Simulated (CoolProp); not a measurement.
Vapour pressure (MPa) of R245fa: the reference equation beside estimates from Tc = 427.0 K, pc = 3.651 MPa, ω = 0.378. Clausius-Clapeyron is anchored at 305.3 K with a constant enthalpy of vaporisation of 25.08 kJ/mol.

Values from CoolProp's reference Helmholtz-energy equation of state, Akasaka 2015.

```
T (K)   reference  Lee-Kesler  Clausius-Clapeyron  Redlich-Kwong  Peng-Robinson
-----  ----------  ----------  ------------------  -------------  -------------
300.5      0.1619      0.1623              0.1640         0.3338         0.1620
305.3      0.1921      0.1926              0.1921         0.3807         0.1919
310.1      0.2265      0.2272              0.2238         0.4321         0.2260
314.9      0.2654      0.2664              0.2596         0.4883         0.2646
319.6      0.3084      0.3096              0.2989         0.5481         0.3073
324.4      0.3576      0.3590              0.3436         0.6144         0.3561
329.2      0.4126      0.4142              0.3935         0.6860     (withheld)
334    (withheld)      0.4755              0.4489     (withheld)         0.4717
338.7      0.5402      0.5420          (withheld)         0.8447     (withheld)
343.5  (withheld)      0.6168          (withheld)         0.9338         0.6125
348.3      0.6975      0.6992          (withheld)          1.029         0.6949
353.1      0.7880      0.7895              0.7316          1.131         0.7854
357.8      0.8850      0.8861              0.8185          1.237         0.8825
```

Task: Some entries are withheld; supply them.

Result: 
- 329.2, Peng-Robinson: 0.4108
- 334, reference: 0.4738
- 334, Redlich-Kwong: 0.7633
- 338.7, Clausius-Clapeyron: 0.5088
- 338.7, Peng-Robinson: 0.5379
- 343.5, reference: 0.6150
- 343.5, Clausius-Clapeyron: 0.5762
- 348.3, Clausius-Clapeyron: 0.6504

Absolute difference from the reference over all 13 rows, mean and median: Lee-Kesler 0.3 and 0.3 %, Clausius-Clapeyron 4.2 and 4.6 %, Redlich-Kwong 68.8 and 66.3 %, Peng-Robinson 0.3 and 0.4 %.
